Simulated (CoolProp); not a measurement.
A closed Brayton cycle with carbon dioxide: compressor inlet 328.15 K and 8.5 MPa, high pressure 20.6 MPa, turbine inlet 800 K, compressor efficiency 0.89, turbine efficiency 0.85, recuperator effectiveness 0.95 (on enthalpy, no pinch check). Each further row changes one setting.

The numbers come from the reference Helmholtz-energy equation of state, Span 1996 in CoolProp.

| case | thermal efficiency (%) | net work (kJ/kg) | compressor to turbine work | compressor exit (K) | turbine exit (K) |
|---|---|---|---|---|---|
| as stated | 32.6 | 63.3 | 0.41 | 401.7 | 701.2 |
| turbine inlet 750 K | 30.2 | 55.7 | 0.44 | 401.7 | 654.6 |
| compressor inlet 338.15 K | 31.3 | 58.0 | 0.46 | 416.6 | 701.2 |
| high pressure 17.5 MPa | 31.9 | 54.0 | 0.39 | 387.8 | 719.0 |
| recuperator effectiveness 0.5 | 18.1 | 63.3 | 0.41 | 401.7 | 701.2 |
